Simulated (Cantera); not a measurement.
A Cantera script and what it prints.

```python
import numpy as np
import cantera as ct

gas_names = """
    AL ALCL ALCL2 ALCL3 ALH ALN AL2 AL2CL6 CL CL2 H HCL H2 N NH NH2 NH3 N2 N2H2 N2H4
""".split()
cond_names = """
    AL(cr) AL(L) ALCL3(s) ALCL3(L) ALN(s) NH4CL(a) NH4CL(b)
""".split()


# ... load() reads the species with a 1 bar reference pressure and builds the phases ...
atoms = {
    'Al': {'AL': 1},
    'HCl': {'H': 1, 'CL': 1},
    'N2': {'N': 2},
}
top_T = {'ALN(s)': 2750}  # K; cautious upper limits of use, not melting points


# ... equilibrate(T, P, feed) seeds the gas with the atoms and calls Mixture.equilibrate('TP', solver="vcs", rtol=1e-11, max_steps=5000) ...
results = []
P = 13332.2  # Pa
for T in [1100, 1200, 1300, 1400, 1500, 1600, 1700, 1800, 1900]:
    for m in [1.2, 1.7, 2.2, 2.6, 3.1, 3.6, 4.1, 4.5, 5, 5.5]:
        feed = {'Al': 1, 'HCl': m, 'N2': 110}  # mol
        mix = equilibrate(T, P, feed)
        results.append((T, P, feed, dict(zip(mix.species_names, mix.species_moles))))

for T, P, feed, n in results:
    print(f"{T:7g} {feed['HCl']:10.4g}  " + (" + ".join(c for c in cond_names if n.get(c, 0) > 1e-12) or "gas only"))
```

Result:

```
   1100        1.2  ALN(s)
   1100        1.7  ALN(s)
   1100        2.2  ALN(s)
   1100        2.6  ALN(s)
   1100        3.1  ALN(s)
   1100        3.6  ALN(s)
   1100        4.1  ALN(s)
   1100        4.5  gas only
   1100          5  gas only
   1100        5.5  gas only
   1200        1.2  ALN(s)
   1200        1.7  ALN(s)
   1200        2.2  ALN(s)
   1200        2.6  ALN(s)
   1200        3.1  ALN(s)
   1200        3.6  ALN(s)
   1200        4.1  ALN(s)
   1200        4.5  gas only
   1200          5  gas only
   1200        5.5  gas only
   1300        1.2  ALN(s)
   1300        1.7  ALN(s)
   1300        2.2  ALN(s)
   1300        2.6  ALN(s)
   1300        3.1  ALN(s)
   1300        3.6  ALN(s)
   1300        4.1  gas only
   1300        4.5  gas only
   1300          5  gas only
   1300        5.5  gas only
   1400        1.2  ALN(s)
   1400        1.7  ALN(s)
   1400        2.2  ALN(s)
   1400        2.6  ALN(s)
   1400        3.1  ALN(s)
   1400        3.6  ALN(s)
   1400        4.1  gas only
   1400        4.5  gas only
   1400          5  gas only
   1400        5.5  gas only
   1500        1.2  ALN(s)
   1500        1.7  ALN(s)
   1500        2.2  ALN(s)
   1500        2.6  ALN(s)
   1500        3.1  ALN(s)
   1500        3.6  ALN(s)
   1500        4.1  gas only
   1500        4.5  gas only
   1500          5  gas only
   1500        5.5  gas only
   1600        1.2  ALN(s)
   1600        1.7  ALN(s)
   1600        2.2  ALN(s)
   1600        2.6  ALN(s)
   1600        3.1  ALN(s)
   1600        3.6  gas only
   1600        4.1  gas only
   1600        4.5  gas only
   1600          5  gas only
   1600        5.5  gas only
   1700        1.2  ALN(s)
   1700        1.7  ALN(s)
   1700        2.2  gas only
   1700        2.6  gas only
   1700        3.1  gas only
   1700        3.6  gas only
   1700        4.1  gas only
   1700        4.5  gas only
   1700          5  gas only
   1700        5.5  gas only
   1800        1.2  ALN(s)
   1800        1.7  gas only
   1800        2.2  gas only
   1800        2.6  gas only
   1800        3.1  gas only
   1800        3.6  gas only
   1800        4.1  gas only
   1800        4.5  gas only
   1800          5  gas only
   1800        5.5  gas only
   1900        1.2  gas only
   1900        1.7  gas only
   1900        2.2  gas only
   1900        2.6  gas only
   1900        3.1  gas only
   1900        3.6  gas only
   1900        4.1  gas only
   1900        4.5  gas only
   1900          5  gas only
   1900        5.5  gas only
```

Method: chemical equilibrium by Gibbs-energy minimisation in Cantera with the NASA 1993 tables (ideal gas, pure condensed phases). The tables' values for AlCl2 are old estimates.
